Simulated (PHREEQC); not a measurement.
0.06 g of hydrous ferric oxide (600 m²/g; 0.2 weak and 0.005 strong sites per Fe, Dzombak-Morel constants, diffuse double layer) in 1 kg of water with 0.05 mol/kgw of an inert sodium salt and 9.2e-05 mol/kgw NiCl2 and 1e-06 mol/kgw CuCl2, at 25 °C; the pH is set by adding NaOH or the inert anion's acid. O2 is buffered at 0.21 atm. The system is closed to CO2. No solid was allowed to form.

Base run: PHREEQC, ion-association model, wateq4f.dat. Each further column changes one thing. The table gives Cu sorbed (%).

| pH | base | no electrostatic term (-no_edl) | background salt from 0.05 to 0.005 mol/kgw | oxide from 0.06 to 0.3 g/kgw | 5.3e-05 mol/kgw NaH2PO4 added |
|---|---|---|---|---|---|
| 3 | 0.0 | 0.0 | 0.0 | 0.0 | 0.0 |
| 3.67 | 0.1 | 0.2 | 0.2 | 0.7 | 0.2 |
| 5 | 26.5 | 40.6 | 24.1 | 64.9 | 35.5 |
| 5.67 | 79.2 | 89.3 | 77.7 | 95.6 | 86.0 |
| 6.33 | 95.6 | 98.4 | 95.4 | … | 97.2 |
| 7.67 | 97.3 | … | 95.9 | 99.8 | 98.9 |
| 8.33 | 82.4 | 97.3 | 74.1 | 99.7 | 92.9 |
| 9 | 29.1 | 81.2 | 19.6 | … | 53.4 |
| 10.33 | 2.2 | 2.4 | 2.1 | 99.1 | 2.8 |
| 11 | 2.8 | 0.2 | 3.0 | 98.0 | 2.8 |

### Question
Some entries are withheld; supply them.

### Answer

- 6.33, oxide from 0.06 to 0.3 g/kgw: 99.2
- 7.67, no electrostatic term (-no_edl): 99.4
- 9, oxide from 0.06 to 0.3 g/kgw: 99.6

In at least one series the solution becomes supersaturated in solids that the run did not let form, among them Ni(OH)2. The database's constant for dissolved Cu(OH)2 is higher than later reviews accept. The oxide is taken as insoluble; below pH 4 it would dissolve. H3PO4, which wateq4f.dat lacks, is added to it with the constant of phreeqc.dat. The database has no phosphate complexes of Cu, Ni.
